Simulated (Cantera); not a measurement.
Input (Python, Cantera) and output of one run.

```python
import numpy as np
import cantera as ct

gas_names = """
    F F2 N NF NF2 NF3 N2 Si SiF SiF2 SiF3 SiF4 SiN Si2 Si2N Si3
""".split()
cond_names = """
    Si(cr) Si(L) Si3N4(a)
""".split()


# ... load() reads the species with a 1 bar reference pressure and builds the phases ...
atoms = {
    'Si': {'Si': 1},
    'NF3': {'N': 1, 'F': 3},
    'N2': {'N': 2},
}
top_T = {'Si3N4(a)': 2400}  # K; cautious upper limits of use, not melting points


# ... equilibrate(T, P, feed) seeds the gas with the atoms and calls Mixture.equilibrate('TP', solver="vcs", rtol=1e-11, max_steps=5000) ...
results = []
feed = {'Si': 1, 'NF3': 3.6, 'N2': 2.8}  # mol
T = 1423.15  # K
P = 1333.22  # Pa
mix = equilibrate(T, P, feed)
results.append((T, P, feed, dict(zip(mix.species_names, mix.species_moles))))
x = sorted(zip(gas.X, gas.species_names), reverse=True)
print(f"T = {T:g} K  P = {P:g} Pa  gas = {mix.phase_moles(0):.4g} mol")
print("   x: " + "  ".join(f"{s} {v:.3e}" for v, s in x if v > 0.0001))
print("   condensed (mol): " + ("  ".join(f"{mix.phase(i).name} {mix.phase_moles(i):.4g}"
      for i in range(1, mix.n_phases) if mix.phase_moles(i) > 1e-12) or "none"))
```

It prints:

```
T = 1423.15 K  P = 1333.22 Pa  gas = 12.39 mol
   x: F 5.468e-01  N2 3.714e-01  SiF4 8.073e-02  F2 1.105e-03
   condensed (mol): none
```

These are equilibrium values from Cantera (NASA tables, ideal gas, pure condensed phases), not measurements of a reactor.
